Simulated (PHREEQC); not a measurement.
## Alkaline etch or developer: speciation

Solution (25 °C): 0.0083 mol TMAH, 0.00088 mol CO2 and 0.0063 mol K3PO4 per kg of water. Closed to the air; pH follows from the charge balance.

Model: ion-association model, phreeqc.dat, run in PHREEQC.

Precipitation was switched off in this run.

Task: Estimate the pH, ionic strength.

Result: pH 11.90; ionic strength 0.0403 mol/kgw.

Task: In which forms is P present?

Result: HPO4-2 51 %, PO4-3 48 %, KHPO4- 0.9 % of the P.

(CH3)4N+ isn't in the database: it is added as a free cation with an ion size of 4 Å.
